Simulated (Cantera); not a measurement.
Charge: 1 mol FeCl2, 4.1 mol HCl, 460 mol N2, equilibrated at 10.0 mbar.

Method: chemical equilibrium by Gibbs-energy minimisation in Cantera with the NASA 1993 tables (ideal gas, pure condensed phases). Candidate condensed phases: Fe, FeCl2, FeCl3, NH4Cl; 18 gas species. Equilibrium is a limit: real reactors are often held back by kinetics, nucleation or transport. All values below are at 1798 K.

Base state: N2 0.988, HCl 0.00787, FeCl2 0.00211, Cl 0.00102, H2 0.000435, H 7.34e-5, Fe 3.70e-5 (mole fractions); condensed: gas only.

Problem. What changes in the equilibrium state with this change: pressure from 10.0 mbar to 1.20 mbar?

Solution. 
| species | before | after |
|---|---|---|
| N2 | 0.988 | 0.987 |
| HCl | 0.00787 | 0.00732 |
| Cl | 0.00102 | 0.00230 |
| FeCl2 | 0.00211 | 0.00173 |
| Fe | 3.70e-5 | 0.000412 |
| H | 7.34e-5 | 0.000252 |
| H2 | 0.000435 | 0.000613 |
